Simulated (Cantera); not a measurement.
Feed: 1 mol MgCl₂, 6.5 mol H₂O, 0.57 mol N₂, held at 1800 °C and 0.00150 Torr.

Equilibrium computed with Cantera from the NASA thermochemical tables; the gas is ideal and each condensed phase is pure. Candidate condensed phases: H₂O, Mg, MgCl₂, MgO, Mg(OH)₂, NH₄Cl; 38 gas species. The numbers say what is thermodynamically allowed, not how fast it happens.

Base state: H 0.452, O 0.179, Cl 0.0907, H₂ 0.0591, Mg 0.0533, O₂ 0.0485, H₂O 0.0375, OH 0.0326 (mole fractions); condensed: gas only.

### Question
What changes in the equilibrium state with this change: temperature from 1800 °C to 1150 °C?

### Answer
```csv
species,before,after
H₂O,0.0375,0.673
HCl,0.0161,0.235
N₂,0.0300,0.0701
H,0.452,0.000424
Mg,0.0533,7.40e-7
O,0.179,3.59e-5
OH,0.0326,0.000764
O₂,0.0485,0.00142
Cl,0.0907,0.0101
H₂,0.0591,0.00810
MgCl₂,1.28e-6,0.000253
MgO,6.70e-5,1.16e-9
MgCl,1.90e-5,1.41e-7
NO,0.000872,2.02e-5
"MgO(s), mol",0,0.998
```

### Question
What changes in the equilibrium state with this change: temperature from 1800 °C to 1675 °C?

### Answer
```csv
species,before,after
H,0.452,0.251
H₂O,0.0375,0.194
H₂,0.0591,0.0991
O,0.179,0.0838
HCl,0.0161,0.0493
O₂,0.0485,0.0712
OH,0.0326,0.0445
N₂,0.0300,0.0404
Mg,0.0533,0.0713
Cl,0.0907,0.0938
MgCl₂,1.28e-6,3.44e-5
MgOH,6.58e-6,4.40e-5
MgCl,1.90e-5,8.70e-5
MgO,6.70e-5,0.000142
NO,0.000872,0.000872
```
